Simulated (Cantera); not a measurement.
A closed system holds: 1 mol MgO, 1.9 mol CH₄, a varied amount of CO, equilibrated at 675 °C and 1.50 bar.

These are equilibrium values from Cantera (NASA tables, ideal gas, pure condensed phases), not measurements of a reactor. Candidate condensed phases: C, C₆H₆, C₇H₈, C₈H₁₈, H₂O, Mg, MgCO₃, MgO, Mg(OH)₂; 116 gas species. Rates play no part.

**Question.** At 1.4 mol CO, list the 4 most abundant gas species with their mole fractions, and the condensed phases.

**Answer.** H₂ 0.611, CO 0.131, H₂O 0.117, CH₄ 0.0960. Condensed: C(graphite) + MgO(s).
